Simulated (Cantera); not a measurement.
What does this Cantera script print?

```python
import numpy as np
import cantera as ct

surf = ct.Interface("diamond.yaml", "diamond_100")
gas, bulk = surf.adjacent["gas"], surf.adjacent["diamond"]
k = surf.kinetics_species_index(bulk.species_names[0])
cover = ["c6HH", "c6H*", "c6*H", "c6**", "c6HM", "c6B"]

rows, drift = [], 0.0
print(f"{'xCH3':>10s}{'um/h':>11s}" + "".join(f"{s:>11s}" for s in cover))
for v in [1e-06, 2.1e-06, 4.4e-06, 9.3e-06, 2e-05, 4.1e-05, 8.7e-05, 0.00018, 0.00038]:
    T, P, xH, xCH3 = 1375, 4200, 0.0006, v
    gas.TPX = T, P, {"H": xH, "CH3": xCH3, "CH4": 0.0048, "H2": 1 - xH - xCH3 - 0.0048}
    surf.TP = bulk.TP = T, P
    surf.coverages = "c6H*:0.1, c6HH:0.9"
    surf.advance_coverages(100.0)
    before = surf.coverages
    surf.advance_coverages(100.0)
    drift = max(drift, np.max(np.abs(surf.coverages - before) / (surf.coverages + 1e-9)))
    rate = surf.net_production_rates[k] * bulk.mean_molecular_weight / bulk.density * 3.6e9
    rows.append([rate, *surf[cover].coverages])
    print(f"{v:10.4g}{rate:11.4e}" + "".join(f"{x:11.3e}" for x in rows[-1][1:]))
```

Result:

```
      xCH3       um/h       c6HH       c6H*       c6*H       c6**       c6HM        c6B
     1e-06 1.4324e-03  4.511e-01  5.010e-02  4.756e-01  2.319e-02  3.055e-07  3.887e-12
   2.1e-06 3.0078e-03  4.511e-01  5.010e-02  4.756e-01  2.318e-02  6.415e-07  8.162e-12
   4.4e-06 6.3010e-03  4.511e-01  5.010e-02  4.756e-01  2.318e-02  1.344e-06  1.710e-11
   9.3e-06 1.3313e-02  4.511e-01  5.009e-02  4.756e-01  2.317e-02  2.841e-06  3.613e-11
     2e-05 2.8610e-02  4.511e-01  5.009e-02  4.756e-01  2.315e-02  6.108e-06  7.764e-11
   4.1e-05 5.8566e-02  4.510e-01  5.009e-02  4.755e-01  2.312e-02  1.252e-05  1.589e-10
   8.7e-05 1.2389e-01  4.510e-01  5.008e-02  4.754e-01  2.305e-02  2.655e-05  3.362e-10
   0.00018 2.5470e-01  4.508e-01  5.005e-02  4.752e-01  2.290e-02  5.487e-05  6.911e-10
   0.00038 5.3051e-01  4.506e-01  5.000e-02  4.747e-01  2.259e-02  1.156e-04  1.440e-09
```

Cantera simulation using the Harris–Goodwin 1993 mechanism for the reconstructed diamond (100) surface; the numbers are that mechanism's predictions, not measurements.
